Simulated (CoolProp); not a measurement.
A simple Rankine cycle with propane: condensing at 317.15 K, boiler at 3.09 MPa, turbine inlet 354.4 K, turbine efficiency 0.8, pump efficiency 0.6, no recuperator. Each further row changes one setting.

The numbers come from the reference Helmholtz-energy equation of state, Lemmon 2009 in CoolProp.

| case | thermal efficiency (%) | net work (kJ/kg) | heat in (kJ/kg) | turbine exit temperature (K) | volume ratio over the turbine |
|---|---|---|---|---|---|
| as stated | 5.9 | 18.4 | 313 | 317.2 | (withheld) |
| turbine inlet 374.4 K | 6.3 | 23.7 | 377 | (withheld) | (withheld) |
| condensing temperature 309.15 K | 7.2 | (withheld) | 335 | 309.2 | 2.87 |
| boiler pressure 2.16 MPa | 3.5 | 12.5 | (withheld) | 338.6 | (withheld) |
| turbine efficiency 0.7 | 4.9 | (withheld) | 313 | 317.2 | (withheld) |

**Question.** Some entries are withheld; supply them.

**Answer.** 
- as stated, volume ratio over the turbine: 2.35
- turbine inlet 374.4 K, turbine exit temperature (K): 341.4
- turbine inlet 374.4 K, volume ratio over the turbine: 2.20
- condensing temperature 309.15 K, net work (kJ/kg): 24.1
- boiler pressure 2.16 MPa, heat in (kJ/kg): 359
- boiler pressure 2.16 MPa, volume ratio over the turbine: 1.48
- turbine efficiency 0.7, net work (kJ/kg): 15.4
- turbine efficiency 0.7, volume ratio over the turbine: 2.37

The expansion ends wet for: as stated; condensing temperature 309.15 K; turbine efficiency 0.7.
